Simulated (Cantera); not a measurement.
# CO₂ + O₂ + H₂ (abatement and gas-phase synthesis)

Charge: 1 mol CO₂, 2.4 mol O₂, 0.1 mol H₂, held at 1648 K and 210 bar.

These are equilibrium values from Cantera (NASA tables, ideal gas, pure condensed phases), not measurements of a reactor. Candidate condensed phases: C, C₆H₆, C₇H₈, C₈H₁₈, H₂O; 110 gas species. The ideal-gas law is rough above about 30 bar. Equilibrium is a limit: real reactors are often held back by kinetics, nucleation or transport.

| Property | Value |
|---|---|
| x(O₂) | 0.681 |
| x(CO₂) | 0.290 |
| x(H₂O) | 0.0290 |
| x(OH) | 4.80e-5 |
| x(HO₂) | 2.52e-6 |
| x(O) | 1.44e-6 |
| gas amount | 3.450 mol |
| log10 activity of C(graphite) (absent) | -12.93 |
